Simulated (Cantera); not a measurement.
What does this Cantera script print?

```python
import numpy as np
import cantera as ct

gas_names = """
    C CN CO CO2 C2 CCN CNC C2N2 C2O C3 C3O2 C4 C4N2 C5 Fe FeC5O5 FeO N NCO NO NO2 NO3 N2 N2O O O2 O3
""".split()
cond_names = """
    C(gr) Fe(a) Fe(c) Fe(d) Fe(L) FeC5O5(L) FeO(s) FeO(L) Fe2O3(s) Fe3O4(s)
""".split()


# ... load() reads the species with a 1 bar reference pressure and builds the phases ...
atoms = {
    'Fe': {'Fe': 1},
    'CO2': {'C': 1, 'O': 2},
    'N2': {'N': 2},
}
top_T = {'C(gr)': 4500, 'Fe2O3(s)': 1830, 'Fe3O4(s)': 1870}  # K; cautious upper limits of use, not melting points


# ... equilibrate(T, P, feed) seeds the gas with the atoms and calls Mixture.equilibrate('TP', solver="vcs", rtol=1e-11, max_steps=5000) ...
results = []
feed = {'Fe': 1, 'CO2': 0.018, 'N2': 45}  # mol
T = 1775  # K
P = 630  # Pa
mix = equilibrate(T, P, feed)
results.append((T, P, feed, dict(zip(mix.species_names, mix.species_moles))))
x = sorted(zip(gas.X, gas.species_names), reverse=True)
print(f"T = {T:g} K  P = {P:g} Pa  gas = {mix.phase_moles(0):.4g} mol")
print("   x: " + "  ".join(f"{s} {v:.3e}" for v, s in x if v > 1e-06))
print("   condensed (mol): " + ("  ".join(f"{mix.phase(i).name} {mix.phase_moles(i):.4g}"
      for i in range(1, mix.n_phases) if mix.phase_moles(i) > 1e-12) or "none"))
```

Output:

```
T = 1775 K  P = 630 Pa  gas = 45.16 mol
   x: N2 9.963e-01  Fe 3.234e-03  CO 3.548e-04  CO2 4.375e-05  FeO 1.607e-05  NO 2.300e-06
   condensed (mol): Fe(d) 0.838  FeO(L) 0.01518
```

Cantera equilibrium calculation (NASA polynomials, part measured and part estimated; ideal gas, pure solids and liquids). Mutual solubility and eutectic melting of coexisting phases are not modelled. The tables' stoichiometric FeO is somewhat more stable than real wüstite, so its field is too wide. FeO: taken at fixed stoichiometry.
